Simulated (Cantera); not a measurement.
Charge: 1 mol SiC, 0.042 mol Si, 0.25 mol N2, at 13.3 mbar.

These are equilibrium values from Cantera (NASA tables, ideal gas, pure condensed phases), not measurements of a reactor. Candidate condensed phases: C, Si, SiC, Si3N4; 20 gas species. Mutual solubility and eutectic melting of coexisting phases are not modelled. The numbers say what is thermodynamically allowed, not how fast it happens.

Q: Which condensed phases are stable at each of these points (T (K)): 2075, 2175, 2275, 2375, 2475, 2575, 2675?

A: 
| T (K) | condensed phases | Si condensed (%) |
|---|---|---|
| 2075 | Si(l) + SiC(s) | 99.8 |
| 2175 | Si(l) + SiC(s) | 99.4 |
| 2275 | Si(l) + SiC(s) | 98.2 |
| 2375 | SiC(s) | 95.6 |
| 2475 | SiC(s) | 95.0 |
| 2575 | C(graphite) + SiC(s) | 90.4 |
| 2675 | C(graphite) + SiC(s) | 35.5 |

From 2075 K to 2275 K the condensed part is Si(l) + SiC(s). From 2375 K to 2475 K the condensed part is SiC(s). From 2575 K to 2675 K the condensed part is C(graphite) + SiC(s).
